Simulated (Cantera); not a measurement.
Cantera run:

```python
import numpy as np
import cantera as ct

gas_names = """
    CL CL2 H HCL H2 Si SiCL SiCL2 SiCL3 SiCL4 SiH SiHCL3 SiH2 SiH2CL2 SiH3 SiH3CL SiH4 Si2 Si3
""".split()
cond_names = """
    Si(cr) Si(L)
""".split()


# ... load() reads the species with a 1 bar reference pressure and builds the phases ...
atoms = {
    'Si': {'Si': 1},
    'HCl': {'H': 1, 'CL': 1},
    'H2': {'H': 2},
}
top_T = {}  # K; cautious upper limits of use, not melting points


# ... equilibrate(T, P, feed) seeds the gas with the atoms and calls Mixture.equilibrate('TP', solver="vcs", rtol=1e-11, max_steps=5000) ...
results = []
feed = {'Si': 1, 'HCl': 0.63, 'H2': 2.7}  # mol
P = 61000  # Pa
for T in [648, 748, 848, 948, 1048, 1148, 1248, 1348, 1448, 1548, 1648]:
    mix = equilibrate(T, P, feed)
    results.append((T, P, feed, dict(zip(mix.species_names, mix.species_moles))))
    x = sorted(zip(gas.X, gas.species_names), reverse=True)
    print(f"T = {T:g} K  P = {P:g} Pa  gas = {mix.phase_moles(0):.4g} mol")
    print("   x: " + "  ".join(f"{s} {v:.3e}" for v, s in x if v > 0.0001))
    print("   condensed (mol): " + ("  ".join(f"{mix.phase(i).name} {mix.phase_moles(i):.4g}"
          for i in range(1, mix.n_phases) if mix.phase_moles(i) > 1e-12) or "none"))
```

Output:

```
T = 648 K  P = 61000 Pa  gas = 3.152 mol
   x: H2 9.433e-01  SiCL4 3.117e-02  SiHCL3 2.431e-02  SiH2CL2 1.094e-03
   condensed (mol): Si(cr) 0.8217
T = 748 K  P = 61000 Pa  gas = 3.153 mol
   x: H2 9.431e-01  SiCL4 3.165e-02  SiHCL3 2.337e-02  SiH2CL2 1.261e-03  HCL 5.613e-04
   condensed (mol): Si(cr) 0.8225
T = 848 K  P = 61000 Pa  gas = 3.154 mol
   x: H2 9.421e-01  SiCL4 3.184e-02  SiHCL3 2.242e-02  HCL 2.170e-03  SiH2CL2 1.384e-03
   condensed (mol): Si(cr) 0.8243
T = 948 K  P = 61000 Pa  gas = 3.159 mol
   x: H2 9.393e-01  SiCL4 3.138e-02  SiHCL3 2.130e-02  HCL 6.233e-03  SiH2CL2 1.463e-03  SiCL3 2.416e-04
   condensed (mol): Si(cr) 0.8279
T = 1048 K  P = 61000 Pa  gas = 3.167 mol
   x: H2 9.334e-01  SiCL4 2.976e-02  SiHCL3 1.973e-02  HCL 1.440e-02  SiH2CL2 1.489e-03  SiCL3 8.195e-04  SiCL2 4.135e-04
   condensed (mol): Si(cr) 0.8345
T = 1148 K  P = 61000 Pa  gas = 3.183 mol
   x: H2 9.230e-01  HCL 2.798e-02  SiCL4 2.623e-02  SiHCL3 1.735e-02  SiCL3 2.103e-03  SiCL2 1.861e-03  SiH2CL2 1.439e-03
   condensed (mol): Si(cr) 0.844
T = 1248 K  P = 61000 Pa  gas = 3.21 mol
   x: H2 9.077e-01  HCL 4.678e-02  SiCL4 2.024e-02  SiHCL3 1.383e-02  SiCL2 6.051e-03  SiCL3 4.120e-03  SiH2CL2 1.284e-03
   condensed (mol): Si(cr) 0.8538
T = 1348 K  P = 61000 Pa  gas = 3.246 mol
   x: H2 8.893e-01  HCL 6.750e-02  SiCL2 1.438e-02  SiCL4 1.247e-02  SiHCL3 9.323e-03  SiCL3 5.974e-03  SiH2CL2 1.016e-03
   condensed (mol): Si(cr) 0.8598
T = 1448 K  P = 61000 Pa  gas = 3.282 mol
   x: H2 8.732e-01  HCL 8.422e-02  SiCL2 2.501e-02  SiCL3 6.205e-03  SiCL4 5.657e-03  SiHCL3 5.017e-03  SiH2CL2 6.881e-04
   condensed (mol): Si(cr) 0.8602
T = 1548 K  P = 61000 Pa  gas = 3.307 mol
   x: H2 8.635e-01  HCL 9.334e-02  SiCL2 3.357e-02  SiCL3 4.865e-03  SiHCL3 2.231e-03  SiCL4 1.974e-03  SiH2CL2 4.107e-04
   condensed (mol): Si(cr) 0.8575
T = 1648 K  P = 61000 Pa  gas = 3.319 mol
   x: H2 8.593e-01  HCL 9.674e-02  SiCL2 3.868e-02  SiCL3 3.312e-03  SiHCL3 9.269e-04  SiCL4 6.252e-04  SiH2CL2 2.345e-04  H 1.057e-04
   condensed (mol): Si(cr) 0.8546
```

These are equilibrium values from Cantera (NASA tables, ideal gas, pure condensed phases), not measurements of a reactor. The tables' values for SiCl3 are old estimates; treat these amounts as uncertain.
